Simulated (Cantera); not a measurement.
Input (Python, Cantera):

```python
import numpy as np
import cantera as ct

gas = ct.Solution("gri30.yaml")
gas.TPX = 573, 1000000, {'CH4': 1, 'C2H6': 0.068, 'C3H8': 0.075, 'O2': 3.48, 'N2': 16}
flame = ct.FreeFlame(gas, width=0.008)
flame.set_refine_criteria(ratio=3, slope=0.08, curve=0.16)
flame.transport_model = "mixture-averaged"
flame.solve(loglevel=0, auto=True)
z, T = flame.grid, flame.T
thick = (T[-1] - T[0]) / np.gradient(T, z).max()
show = ['CH4', 'C2H6', 'C3H8', 'C2H4', 'C2H2', 'CO2']
print(f"laminar burning velocity  {flame.velocity[0] * 100:.3f} cm/s")
print(f"burnt temperature         {T[-1]:.1f} K")
print(f"thermal thickness         {thick * 1e3:.4f} mm")
print(f"grid points               {len(z)}")
z0 = z[flame.heat_release_rate.argmax()]
print(f"{'z/mm':>9s}{'T/K':>9s}{'u/(m/s)':>9s}" + "".join(f"{s:>11s}" for s in show))
rows = []
for k in (-3, -2, -1.5, -1, -0.5, -0.25, 0, 0.25, 0.5, 1, 2, 4, 8):
    zz = z0 + k * thick
    rows.append([k * thick, np.interp(zz, z, T), np.interp(zz, z, flame.velocity),
                 *(np.interp(zz, z, flame.X[gas.species_index(s)]) for s in show)])
    print(f"{rows[-1][0] * 1e3:9.3f}{rows[-1][1]:9.1f}{rows[-1][2]:9.3f}" + "".join(f"{x:11.3e}" for x in rows[-1][3:]))
```

Result:

```
laminar burning velocity  21.531 cm/s
burnt temperature         1958.2 K
thermal thickness         0.1183 mm
grid points               129
     z/mm      T/K  u/(m/s)        CH4       C2H6       C3H8       C2H4       C2H2        CO2
   -0.355    574.9    0.216  4.837e-02  3.295e-03  3.635e-03  1.078e-06  3.885e-08  9.403e-06
   -0.237    587.3    0.221  4.774e-02  3.282e-03  3.628e-03  1.188e-05  4.153e-07  1.081e-04
   -0.177    619.2    0.233  4.626e-02  3.241e-03  3.605e-03  5.027e-05  1.721e-06  4.711e-04
   -0.118    732.6    0.277  4.134e-02  3.034e-03  3.448e-03  2.378e-04  7.979e-06  2.318e-03
   -0.059   1095.3    0.417  2.622e-02  1.965e-03  2.202e-03  1.080e-03  3.736e-05  1.164e-02
   -0.030   1411.5    0.540  1.316e-02  8.166e-04  6.483e-04  1.449e-03  7.190e-05  2.300e-02
    0.000   1721.2    0.658  2.013e-03  3.386e-05  5.826e-06  2.968e-04  6.828e-05  3.963e-02
    0.030   1853.7    0.705  4.304e-05  1.604e-08  1.830e-10  2.485e-06  2.673e-06  5.337e-02
    0.059   1903.4    0.722  6.946e-07  5.487e-12  4.860e-15  1.419e-08  4.378e-08  5.956e-02
    0.118   1939.1    0.734  7.986e-10  2.300e-17  4.763e-22  3.804e-12  1.318e-10  6.341e-02
    0.237   1954.2    0.739  2.894e-13  7.644e-23  1.996e-30  1.231e-16  1.326e-12  6.479e-02
    0.473   1957.9    0.740  7.279e-14  2.453e-25  1.025e-35  1.070e-19  4.503e-14  6.509e-02
    0.946   1958.2    0.740  3.893e-14 -5.938e-26  3.869e-36  2.980e-21  1.374e-15  6.511e-02
```

Model: GRI-Mech 3.0 (53 species, 325 reactions), integrated in Cantera. Burning velocities carry a grid error of a few per cent, more on coarse grids.
